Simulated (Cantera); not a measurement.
Catalytic stagnation flow on Pt

A jet of CH4 : O2 : N2 = 0.025 : 0.058 : 0.79 (molar parts) at 300 K and 0.0940 bar hits a platinum plate 3.1 cm away at a mass flux of 0.034 kg/m²/s; the plate temperature is set and raised in steps from an oxygen-covered start.

Model: Deutschmann's 1995 Pt surface mechanism with GRI-Mech 3.0 gas chemistry, integrated in Cantera. Catalytic surfaces can have several steady states; this one follows from the mechanism file's or the stated starting coverage.

```csv
plate T (K),wall x CH4,wall x O2,wall x H2O,wall x OH,wall x CO,wall x CO2,θ free Pt,θ O*,θ OH*
900,0.0144,0.0362,0.0266,2.84e-8,6.45e-6,0.0175,0.262,0.737,0.00146
950,0.00984,0.0266,0.0350,8.43e-8,6.38e-6,0.0230,0.353,0.646,0.00149
1000,0.00694,0.0205,0.0402,2.18e-7,6.39e-6,0.0265,0.444,0.555,0.00138
1050,0.00517,0.0168,0.0434,5.03e-7,6.67e-6,0.0287,0.529,0.469,0.00122
1100,0.00407,0.0145,0.0454,1.06e-6,7.30e-6,0.0300,0.607,0.392,0.00104
1150,0.00335,0.0130,0.0466,2.05e-6,8.34e-6,0.0308,0.677,0.322,0.000881
```
x: mole fraction at the wall; θ: surface coverage.
